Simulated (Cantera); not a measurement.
An isothermal, constant-pressure homogeneous reactor starts with 14.1 % C2H4, 85.9 % H2, at 1400 K and 2700 Pa.

Cantera simulation using GRI-Mech 3.0 (53 species, 325 reactions); the numbers are that mechanism's predictions, not measurements. GRI-Mech 3.0 was tuned for natural gas; its chemistry of ethylene as a main component is partial and can be far from experiment. GRI-Mech 3.0 stops at C3 and has no aromatics, soot or wall deposition, so with more carbon than oxygen in the feed, carbon stays in small species such as C2H2 where larger ones or solid carbon would form. Radical loss at walls, strong at low pressure, is not modelled.

One state of this run: x C2H4 = 0.00230; x H2 = 0.872; x H = 3.04e-5; x CH2 = 1.12e-10; x CH3 = 4.32e-6. x: mole fraction; the columns are a selection and need not sum to one.

Q: Which value of t (s) does it belong to?
(A) 18.0
(B) 2.00e-5
(C) 0.000111
(D) 100

A: D, 100
